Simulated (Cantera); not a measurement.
A closed system holds: 1 mol Si, 1.7 mol F₂.

Method: chemical equilibrium by Gibbs-energy minimisation in Cantera with the NASA 1993 tables (ideal gas, pure condensed phases). Candidate condensed phases: Si; 9 gas species. The tables' values for SiF₂, SiF₃ are old estimates. The numbers say what is thermodynamically allowed, not how fast it happens.

Stable condensed phases, one row left out:

```
T in K \ P in Pa
              1    5.2     27    140    720   3700  19000 100000
   1575       A      A      A      A      B      B      B      B
   1475       A      A      A      B      B      B      B      B
   1275       B      B      B      B      B      B      B      B
   1175       B      B      B      B      B      B      B      B
   1075       B      B      B      B      B      B      B      B
    975       B      B      B      B      B      B      B      B
    875       B      B      B      B      B      B      B      B
    775       B      B      B      B      B      B      B      B
    675       B      B      B      B      B      B      B      B
```

A: gas only; B: Si.

**Question.** Give the row for 1375 K.

**Answer.** 1: gas only; 5.2: Si; 27: Si; 140: Si; 720: Si; 3700: Si; 19000: Si; 100000: Si.
